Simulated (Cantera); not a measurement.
Cantera run:

```python
import numpy as np
import cantera as ct

gas_names = """
    C CN CO CO2 C2 CCN CNC C2N2 C2O C3 C3O2 C4 C4N2 C5 N NCO NO NO2 NO3 N2 N2O O O2 O3 Si SiC SiC2 SiN
    SiO SiO2 Si2 Si2C Si2N Si3
""".split()
cond_names = """
    C(gr) Si(cr) Si(L) SiC(b) SiO2(Lqz) SiO2(hqz) SiO2(L) Si2N2O(s) Si3N4(a)
""".split()


# ... load() reads the species with a 1 bar reference pressure and builds the phases ...
atoms = {
    'SiC': {'Si': 1, 'C': 1},
    'O2': {'O': 2},
    'N2': {'N': 2},
}
top_T = {'C(gr)': 4500, 'SiC(b)': 3050, 'Si2N2O(s)': 2100, 'Si3N4(a)': 2400}  # K; cautious upper limits of use, not melting points


# ... equilibrate(T, P, feed) seeds the gas with the atoms and calls Mixture.equilibrate('TP', solver="vcs", rtol=1e-11, max_steps=5000) ...
results = []
feed = {'SiC': 1, 'O2': 0.003, 'N2': 3.8}  # mol
P = 101325  # Pa
for T in [973, 1073, 1173, 1273, 1373, 1473, 1573, 1673, 1773]:
    mix = equilibrate(T, P, feed)
    results.append((T, P, feed, dict(zip(mix.species_names, mix.species_moles))))
    x = sorted(zip(gas.X, gas.species_names), reverse=True)
    print(f"T = {T:g} K  P = {P:g} Pa  gas = {mix.phase_moles(0):.4g} mol")
    print("   x: " + "  ".join(f"{s} {v:.3e}" for v, s in x if v > 1e-05))
    print("   condensed (mol): " + ("  ".join(f"{mix.phase(i).name} {mix.phase_moles(i):.4g}"
          for i in range(1, mix.n_phases) if mix.phase_moles(i) > 1e-12) or "none"))
```

Output:

```
T = 973 K  P = 101325 Pa  gas = 3.135 mol
   x: N2 1.000e+00
   condensed (mol): C(gr) 1  Si2N2O(s) 0.006  Si3N4(a) 0.3293
T = 1073 K  P = 101325 Pa  gas = 3.135 mol
   x: N2 1.000e+00
   condensed (mol): C(gr) 1  Si2N2O(s) 0.006  Si3N4(a) 0.3293
T = 1173 K  P = 101325 Pa  gas = 3.135 mol
   x: N2 1.000e+00
   condensed (mol): C(gr) 1  Si2N2O(s) 0.006  Si3N4(a) 0.3293
T = 1273 K  P = 101325 Pa  gas = 3.135 mol
   x: N2 1.000e+00
   condensed (mol): C(gr) 1  Si2N2O(s) 0.005997  Si3N4(a) 0.3293
T = 1373 K  P = 101325 Pa  gas = 3.135 mol
   x: N2 1.000e+00
   condensed (mol): C(gr) 1  Si2N2O(s) 0.005976  Si3N4(a) 0.3293
T = 1473 K  P = 101325 Pa  gas = 3.135 mol
   x: N2 9.999e-01  CO 5.453e-05
   condensed (mol): C(gr) 0.9998  Si2N2O(s) 0.005829  Si3N4(a) 0.3294
T = 1573 K  P = 101325 Pa  gas = 3.136 mol
   x: N2 9.997e-01  CO 2.969e-04
   condensed (mol): C(gr) 0.9991  Si2N2O(s) 0.005068  Si3N4(a) 0.33
T = 1673 K  P = 101325 Pa  gas = 3.138 mol
   x: N2 9.987e-01  CO 1.315e-03
   condensed (mol): C(gr) 0.9959  Si2N2O(s) 0.001862  Si3N4(a) 0.3321
T = 1773 K  P = 101325 Pa  gas = 3.802 mol
   x: N2 9.984e-01  CO 1.561e-03  SiO 1.750e-05
   condensed (mol): SiC(b) 0.9941  Si3N4(a) 0.001956
```

Method: chemical equilibrium by Gibbs-energy minimisation in Cantera with the NASA 1993 tables (ideal gas, pure condensed phases). N2 is the only nitrogen source here; it is nearly inert below about 1500 K, so the nitride shown seldom forms there in practice. Mutual solubility and eutectic melting of coexisting phases are not modelled.
